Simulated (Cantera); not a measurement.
## Ignition delay

Mixture: CO : H2 : CH4 : O2 : N2 = 1 : 0.091 : 1.1 : 2.29 : 8.6 (molar parts), at 0.420 bar, adiabatic and at constant pressure. Ignition delay is the time to a rise of 400 K.

Computed with Cantera and GRI-Mech 3.0 (53 species, 325 reactions).

| T0 (K) | delay (ms) |
|---|---|
| 1200 | 45.2 |
| 1300 | 12.5 |
| 1400 | 4.08 |
| 1500 | 1.61 |
| 1600 | 0.746 |
| 1700 | 0.388 |
| 1800 | 0.218 |
| 1900 | 0.130 |
| 2000 | 0.0820 |
| 2100 | 0.0538 |

```
Quantity                                                 Value
--------------------------------------------------  ----------
apparent activation energy between 1900 and 2100 K  150 kJ/mol
```
